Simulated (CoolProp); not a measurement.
Computed with CoolProp (reference Helmholtz-energy equation of state, Thol 2017).

**Question.** For octamethyltrisiloxane (MDM), give the phase and the cv (kJ/(kg K)), Joule-Thomson coefficient (K/MPa), fugacity coefficient at 257.1 K and 2140 kPa; 276.7 K and 2140 kPa.

**Answer.** 
- 257.1 K and 2140 kPa: liquid; cv 1.39, Joule-Thomson coefficient -0.488, fugacity coefficient 1.20e-5
- 276.7 K and 2140 kPa: liquid; cv 1.43, Joule-Thomson coefficient -0.467, fugacity coefficient 6.47e-5
